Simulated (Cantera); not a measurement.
A perfectly stirred reactor is fed with 59.1 % CH₄, 37.8 % H₂O, 3.02 % H₂, at 0.310 bar; it is held at 1448 K, and followed from long to short residence time.

Cantera simulation using GRI-Mech 3.0 (53 species, 325 reactions); the numbers are that mechanism's predictions, not measurements. GRI-Mech 3.0 stops at C3 and has no aromatics, soot or wall deposition, so with more carbon than oxygen in the feed, carbon stays in small species such as C2H2 where larger ones or solid carbon would form.

x: mole fraction; the columns are a selection and need not sum to one.

```tsv
τ (s)	x CH₄	x H₂O	x H₂	x CO	x C₂H₂
0.37	0.505	0.359	0.108	0.000353	0.0231
0.20	0.539	0.367	?	?	?
0.11	0.561	0.372	0.0558	5.66e-5	0.00597
0.060	0.575	0.376	0.0432	2.26e-5	0.00233
0.033	0.583	0.377	0.0364	8.91e-6	0.000742
0.018	0.587	0.378	0.0329	?	?
0.0098	0.589	0.378	0.0314	8.85e-7	3.65e-5
0.0053	0.590	0.378	0.0307	2.05e-7	6.19e-6
0.0029	0.591	0.378	0.0304	4.18e-8	1.03e-6
```

Fill in the missing entries.


- 0.20, x H₂: 0.0763
- 0.20, x CO: 0.000140
- 0.20, x C₂H₂: 0.0125
- 0.018, x CO: 3.09e-6
- 0.018, x C₂H₂: 0.000183
